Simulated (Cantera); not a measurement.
Feed: 1 mol Fe₂O₃, 0.65 mol SO₂, 7 mol O₂, equilibrated at 0.133 bar.

Method: chemical equilibrium by Gibbs-energy minimisation in Cantera with the NASA 1993 tables (ideal gas, pure condensed phases). Candidate condensed phases: Fe, FeO, FeS, FeSO₄, FeS₂, Fe₂O₃, Fe₂(SO₄)₃, Fe₃O₄, S; 12 gas species. Rates play no part.

### Question
Which condensed phases are stable at each of these points (T (°C)): 450, 500, 550, 600, 650, 700, 750, 800, 850, 900, 950?

### Answer
```tsv
T (°C)	condensed phases	Fe condensed (%)
450	Fe₂O₃(s) + Fe₂(SO₄)₃(s)	100.0
500	Fe₂O₃(s) + Fe₂(SO₄)₃(s)	100.0
550	Fe₂O₃(s) + Fe₂(SO₄)₃(s)	100.0
600	Fe₂O₃(s)	100.0
650	Fe₂O₃(s)	100.0
700	Fe₂O₃(s)	100.0
750	Fe₂O₃(s)	100.0
800	Fe₂O₃(s)	100.0
850	Fe₂O₃(s)	100.0
900	Fe₂O₃(s)	100.0
950	Fe₂O₃(s)	100.0
```

From 450 °C to 550 °C the condensed part is Fe₂O₃(s) + Fe₂(SO₄)₃(s). From 600 °C to 950 °C the condensed part is Fe₂O₃(s).
